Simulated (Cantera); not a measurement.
Input: 1 mol SiCl4, 0.006 mol C2H2, 8.4 mol H2, 0.69 mol C2H4, held at 2575 K and 12000 Pa.

These are equilibrium values from Cantera (NASA tables, ideal gas, pure condensed phases), not measurements of a reactor. Candidate condensed phases: C, C6H6, C7H8, C8H18, Si, SiC; 109 gas species. The tables' values for SiCl, SiCl3 are old estimates; treat these amounts as uncertain. Gases not in the tables: Si2H6 and higher silanes. Rates play no part.

Base state: H2 0.603, HCl 0.221, H 0.0777, SiCl2 0.0319, Cl 0.0200, Si 0.0194, C2H2 (acetylene) 0.00887, SiCl 0.00655 (mole fractions); condensed: C(graphite) + SiC(s).

What changes in the equilibrium state with this change: SiCl4 replaced by SiHCl3?


| species | before | after |
|---|---|---|
| H2 | 0.603 | 0.663 |
| HCl | 0.221 | 0.176 |
| H | 0.0777 | 0.0814 |
| SiCl2 | 0.0319 | 0.0186 |
| Cl | 0.0200 | 0.0152 |
| Si | 0.0194 | 0.0194 |
| SiCl3 | 0.000153 | 6.79e-5 |
| SiCl | 0.00655 | 0.00499 |
| C2HCl | 4.19e-5 | 3.35e-5 |
| CH3 | 1.33e-5 | 1.53e-5 |
| SiH2 | 0.000228 | 0.000250 |
| C(graphite), mol | 0.888 | 0.673 |
| SiC(s), mol | 0.0669 | 0.259 |

What changes in the equilibrium state with this change: SiCl4 replaced by CH3SiH3?


```tsv
species	before	after
H2	0.603	0.863
H	0.0777	0.0929
Si	0.0194	0.0194
HCl	0.221	0
SiCl2	0.0319	0
Cl	0.0200	0
C2H2 (acetylene)	0.00887	0.0127
SiCl	0.00655	0
SiCl3	0.000153	0
C2HCl	4.19e-5	0
CH4	5.83e-6	1.19e-5
C(graphite), mol	0.888	1.29
SiC(s), mol	0.0669	0.523
```
The feed counts by its element totals alone.

What changes in the equilibrium state with this change: pressure from 12000 Pa to 133 Pa?


```
species             before     after
----------------  --------  --------
H                   0.0777     0.473
H2                   0.603     0.249
Cl                  0.0200     0.124
HCl                  0.221    0.0931
SiCl2               0.0319  0.000317
Si                  0.0194    0.0401
SiC2               0.00620    0.0128
SiCl3             0.000153   1.05e-7
SiH2              0.000228   2.16e-6
C(graphite), mol     0.888     0.689
SiC(s), mol         0.0669         0
```
The tables' values for SiCl are old estimates; treat these amounts as uncertain.
